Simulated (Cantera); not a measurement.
A Cantera script and what it prints.

```python
import numpy as np
import cantera as ct

gas_names = """
    AL ALH ALN ALO ALOH ALO2 ALO2H AL2 AL2O AL2O2 H HALO HNO HNO2 HNO3 HO2 H2 H2O H2O2 N NH NH2 NH3
    NH2OH NO NO2 NO3 N2 N2H2 N2H4 N2O O OH O2 O3
""".split()
cond_names = """
    AL(cr) AL(L) ALN(s) AL2O3(a) AL2O3(L) H2O(s) H2O(L)
""".split()


def load(file, names, dense=False):
    # The tables refer to 1 bar. Condensed volumes are neglected.
    table = {s.name: s for s in ct.Species.list_from_file(file)}
    out = []
    for n in names:
        d = dict(table[n].input_data)
        d["thermo"] = dict(d["thermo"], **{"reference-pressure": 1e5})
        if dense:
            d["equation-of-state"] = {"model": "constant-volume", "density": "1e6 g/cm^3"}
        out.append(ct.Species.from_dict(d))
    return out


gas = ct.Solution(thermo="ideal-gas", species=load("nasa_gas.yaml", gas_names))
cond = {s.name: ct.Solution(thermo="fixed-stoichiometry", species=[s], name=s.name)
        for s in load("nasa_condensed.yaml", cond_names, dense=True)}
atoms = {
    'Al2O3': {'AL': 2, 'O': 3},
    'H2': {'H': 2},
    'N2': {'N': 2},
}
top_T = {'ALN(s)': 2750}  # K; cautious upper limits of use, not melting points


def equilibrate(T, P, feed):
    n = {}
    for name, mol in feed.items():
        for a, k in atoms[name].items():
            n[a] = n.get(a, 0.0) + k * mol
    gas.TPX = T, P, n
    mass = sum(n.values()) * gas.mean_molecular_weight
    gas.equilibrate("TP")
    valid = [c for c in cond.values() if c.min_temp <= T <= top_T.get(c.name, c.max_temp)]
    mix = ct.Mixture([(gas, mass / gas.mean_molecular_weight)] + [(c, 0.0) for c in valid])
    mix.T, mix.P = T, P
    mix.equilibrate("TP", solver="vcs", rtol=1e-11, max_steps=5000)
    return mix


results = []
feed = {'Al2O3': 1, 'H2': 23, 'N2': 48}  # mol
T = 1923  # K
P = 1333.22  # Pa
mix = equilibrate(T, P, feed)
results.append((T, P, feed, dict(zip(mix.species_names, mix.species_moles))))
x = sorted(zip(gas.X, gas.species_names), reverse=True)
print(f"T = {T:g} K  P = {P:g} Pa  gas = {mix.phase_moles(0):.4g} mol")
print("   x: " + "  ".join(f"{s} {v:.3e}" for v, s in x if v > 1e-05))
print("   condensed (mol): " + ("  ".join(f"{mix.phase(i).name} {mix.phase_moles(i):.4g}"
      for i in range(1, mix.n_phases) if mix.phase_moles(i) > 1e-12) or "none"))
```

Output:

```
T = 1923 K  P = 1333.22 Pa  gas = 71.17 mol
   x: N2 6.744e-01  H2 3.207e-01  H 4.621e-03  H2O 1.198e-04  AL 6.450e-05
   condensed (mol): AL2O3(a) 0.9968
```

Equilibrium computed with Cantera from the NASA thermochemical tables; the gas is ideal and each condensed phase is pure.
